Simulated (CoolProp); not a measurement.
Properties of CH3F (R41) at several states (Tc = 317.3 K, pc = 5.906 MPa, ω = 0.200).

Model: reference Helmholtz-energy equation of state, Lemmon 2006, in CoolProp. It is a short technical equation, of lower accuracy than the large ones.

```csv
T (K),p (MPa),phase,cv (kJ/(kg K)),isothermal compressibility (1/MPa),expansivity (1/kK),fugacity coefficient
319.2,0.0197,gas,0.8930,50.83,3.146,0.9987
262.3,0.058,gas,0.8149,17.37,3.912,0.9927
406.5,0.572,gas,1.076,1.778,2.605,0.9834
```
